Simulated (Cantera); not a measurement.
An isothermal plug-flow reactor at 875 K and 0.950 bar (inlet), inlet velocity 4.5 m/s, active area per volume 480 1/m; feed CH4 : O2 : N2 : H2O = 0.0067 : 0.015 : 0.79 : 0.044 (molar parts).

Cantera simulation using Deutschmann's 1995 Pt surface mechanism with GRI-Mech 3.0 gas chemistry; the numbers are that mechanism's predictions, not measurements. Catalytic surfaces can have several steady states; this one follows from the mechanism file's or the stated starting coverage. Mass transfer to the wall is taken as infinitely fast.

x: gas mole fraction; θ: surface coverage.

| z (m) | x CH4 | x O2 | x H2O | x CO2 | x CO | θ free Pt | θ O* | θ OH* |
|---|---|---|---|---|---|---|---|---|
| 0.00017 | 0.00782 | 0.0175 | 0.0514 | (withheld) | 3.00e-7 | 0.150 | 0.845 | 0.00581 |
| 0.00029 | 0.00782 | 0.0175 | 0.0514 | (withheld) | 4.89e-7 | 0.150 | 0.844 | 0.00581 |
| 0.00052 | 0.00781 | 0.0175 | 0.0514 | (withheld) | 8.05e-7 | 0.150 | 0.844 | 0.00582 |
| 0.00093 | 0.00780 | 0.0175 | 0.0515 | (withheld) | 1.24e-6 | 0.150 | 0.844 | 0.00582 |
| 0.0017 | 0.00778 | 0.0174 | 0.0515 | (withheld) | 1.77e-6 | 0.150 | 0.844 | 0.00582 |
| 0.0029 | 0.00775 | 0.0174 | 0.0516 | (withheld) | 2.15e-6 | 0.150 | 0.844 | 0.00583 |
| 0.0052 | 0.00768 | 0.0172 | 0.0517 | (withheld) | 2.34e-6 | 0.150 | 0.844 | 0.00584 |
| 0.0093 | 0.00757 | 0.0170 | 0.0519 | (withheld) | 2.35e-6 | 0.151 | 0.843 | 0.00586 |
| 0.017 | 0.00735 | 0.0166 | 0.0524 | (withheld) | 2.29e-6 | 0.152 | 0.842 | 0.00591 |

Question: Fill in the missing entries.

Answer: 
- 0.00017, x CO2: 4.55e-6
- 0.00029, x CO2: 7.79e-6
- 0.00052, x CO2: 1.40e-5
- 0.00093, x CO2: 2.53e-5
- 0.0017, x CO2: 4.67e-5
- 0.0029, x CO2: 8.05e-5
- 0.0052, x CO2: 0.000146
- 0.0093, x CO2: 0.000262
- 0.017, x CO2: 0.000477
